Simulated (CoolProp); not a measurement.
Vapour-liquid equilibrium of R152A (1) + methanol (2) at 304.5 K; x and y are mole fractions of (1).

The numbers come from the multi-fluid Helmholtz-energy mixture model, Outcalt 1996 and de Reuck 1993; pair parameters Bell 2016 in CoolProp.

Task: Give the bubble pressure and the first vapour's composition at x = 0.15, 0.25, 0.35. Is there an azeotrope?

Result: x = 0.15: 3.066 bar, y = 0.924; x = 0.25: 3.760 bar, y = 0.939; x = 0.35: 4.156 bar, y = 0.946. No azeotrope shows between x = 0.05 and 0.95.

The pair parameters rest on a limited set of measurements; away from them the model extrapolates. With so large a gap from Raoult's law the liquid may split in two, which this calculation doesn't test in full.
